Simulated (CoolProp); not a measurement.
Vapour-liquid equilibrium of R143a (1) + R134a (2) at 185.8 K; x and y are mole fractions of (1).

Model: multi-fluid Helmholtz-energy mixture model, Lemmon and Jacobsen 2000 and Tillner-Roth 1994; pair parameters Lemmon 2004, in CoolProp.

Task: Give the bubble pressure and the first vapour's composition at x = 0.05, 0.35, 0.45. Is there an azeotrope?

Result: x = 0.05: 0.002293 MPa, y = 0.194; x = 0.35: 0.004477 MPa, y = 0.718; x = 0.45: 0.005222 MPa, y = 0.796. No azeotrope shows between x = 0.05 and 0.95.

The pair parameters rest on a limited set of measurements; away from them the model extrapolates.
